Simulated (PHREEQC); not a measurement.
0.2 mol of Anglesite (PbSO4) is brought to equilibrium with 1 kg of water, at 25 °C under several pressures of CO2. O2 is buffered at 0.21 atm. Only these solids could form: Anglesite, Cerussite, Pb(OH)2.

Equilibrium calculation in PHREEQC: ion-association model, phreeqc.dat.

```csv
log pCO2 (atm),pH,dissolved Pb (mol/kgw),dissolved S (mol/kgw),CO2 (mol/kgw),PbHCO3+ (mol/kgw)
-5,5.79,0.000152,0.000152,3.40e-7,9.62e-9
-4.5,5.76,0.000152,0.000152,1.08e-6,2.84e-8
-4,[?],0.000152,0.000152,3.40e-6,7.59e-8
-3.5,[?],0.000152,0.000152,1.08e-5,1.75e-7
-3,5.35,0.000152,0.000152,3.40e-5,3.54e-7
-2.5,5.13,0.000152,0.000152,0.000108,[?]
-2,4.89,0.000152,0.000152,0.000340,[?]
-1.5,4.64,0.000153,0.000153,0.00108,2.15e-6
-1,4.39,0.000154,0.000154,0.00340,3.82e-6
-0.5,4.14,0.000156,0.000156,0.0107,6.75e-6
0,3.89,0.000160,0.000160,0.0338,1.18e-5
```

Fill in the missing entries.


- -4, pH: 5.69
- -3.5, pH: 5.55
- -2.5, PbHCO3+ (mol/kgw): 6.63e-7
- -2, PbHCO3+ (mol/kgw): 1.20e-6
